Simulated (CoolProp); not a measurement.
100 sccm (0 °C, 1 atm) of nitrogen bubbles through liquid cyclohexane at 295.4 K and leaves saturated at a total pressure of 0.15 MPa (ideal gas phase). Each further row changes one setting.

Computed with CoolProp (reference Helmholtz-energy equation of state, Zhou 2014).

```tsv
case	vapour pressure (kPa)	mole fraction of vapour	delivery (mg/min)	delivery (sccm)	change of delivery for a bath 1 K warmer (%)
as stated	11.5	0.0766	31.1	8.29	?
bath temperature 300.4 K	?	0.0960	39.9	?	?
total pressure 0.3 MPa	11.5	0.0383	?	?	4.9
```

Problem. Some entries are withheld; supply them.

Solution. 
- as stated, change of delivery for a bath 1 K warmer (%): 5.1
- bath temperature 300.4 K, vapour pressure (kPa): 14.4
- bath temperature 300.4 K, delivery (sccm): 10.6
- bath temperature 300.4 K, change of delivery for a bath 1 K warmer (%): 5.0
- total pressure 0.3 MPa, delivery (mg/min): 14.9
- total pressure 0.3 MPa, delivery (sccm): 3.98
